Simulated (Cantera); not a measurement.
Mixture: 9.62 % CH4, 1.44 % C2H6, 18.7 % O2, 70.3 % N2, equivalence ratio 1.3, at 81000 Pa, adiabatic and at constant pressure. Ignition delay is the time to a rise of 400 K.

Model: GRI-Mech 3.0 (53 species, 325 reactions), integrated in Cantera.

### Question
Predict: delay at 1300 K; delay at 1400 K; delay at 1500 K; delay at 1600 K; delay at 1700 K; apparent activation energy between 1600 and 1700 K.

### Answer
| Property | Result |
|---|---|
| delay at 1300 K | 1.53 ms |
| delay at 1400 K | 0.600 ms |
| delay at 1500 K | 0.255 ms |
| delay at 1600 K | 0.119 ms |
| delay at 1700 K | 62.5 µs |
| apparent activation energy between 1600 and 1700 K | 150 kJ/mol |
